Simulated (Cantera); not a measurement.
An isothermal, constant-pressure homogeneous reactor starts with 20.8 % NO, 79.2 % N₂, at 1725 K and 0.490 bar.

Cantera simulation using GRI-Mech 3.0 (53 species, 325 reactions); the numbers are that mechanism's predictions, not measurements.

Q: Predict: x(NO) at 100 s; x(O) at 100 s; x(N₂O) at 100 s; x(NO₂) at 100 s; x(O₂) at 100 s.

A: 
- x(NO) at 100 s: 0.0418 (gas-phase equilibrium 0.00239)
- x(O) at 100 s: 2.42e-5 (gas-phase equilibrium 2.68e-5)
- x(N₂O) at 100 s: 7.47e-7 (gas-phase equilibrium 1.04e-7)
- x(NO₂) at 100 s: 5.44e-5 (gas-phase equilibrium 3.45e-6)
- x(O₂) at 100 s: 0.0832 (gas-phase equilibrium 0.103)
